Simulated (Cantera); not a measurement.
# Reactions in the system Cr-H-N-O

Cantera with NASA thermochemical tables; ideal gases at 1 bar, condensed phases pure. Values are per mole of reaction as written; species without (g) are pure solids or liquids, kept so even where they would boil at 1 bar.

3 N2O(g) + 9 H2(g) + 2 Cr ⇌ 6 NH3(g) + Cr2O3

```tsv
T (K)	ΔH° (kJ)	ΔS° (J/K)	ΔG° (kJ)	log10 K
300	-1655.7	-647.5	-1461.4	254.45
925	-1700.4	-734.3	-1021.2	57.67
1000	-1703.4	-737.4	-966.0	50.46
1075	-1706.0	-739.9	-910.6	44.25
1150	-1708.4	-742.0	-855.0	38.84
1225	-1710.5	-743.8	-799.3	34.08
1300	-1712.5	-745.4	-743.5	29.87
1375	-1714.5	-746.9	-687.5	26.12
1450	-1716.3	-748.2	-631.5	22.75
1525	-1718.0	-749.3	-575.3	19.70
1600	-1719.8	-750.4	-519.1	16.94
```
